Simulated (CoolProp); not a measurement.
A single-stage vapour-compression cycle with neopentane: evaporating at 272.15 K (dew point), condensing at 325.15 K (bubble point), superheat 5 K, subcooling 8 K, compressor efficiency 0.65, no pressure losses. Each further row changes one setting.

Computed with CoolProp (reference Helmholtz-energy equation of state, Lemmon 2006). It is a short technical equation, of lower accuracy than the large ones.

```
case                              cooling COP  pressure ratio  discharge temperature (K)  refrigerating effect (kJ/kg)  volumetric capacity (kJ/m³)
--------------------------------  -----------  --------------  -------------------------  ----------------------------  ---------------------------
as stated                                2.74            5.50                      331.5                           228                          503
evaporating temperature 277.15 K         3.17            4.54                      330.7                           236                          622
condensing temperature 320.15 K          3.13            4.81                      327.2                           240                          530
subcooling 13 K                          2.89            5.50                      331.5                           240                          530
superheat 15 K                           2.81            5.50                      341.6                           244                          518
compressor efficiency 0.55               2.32            5.50                      339.1                           228                          503
```
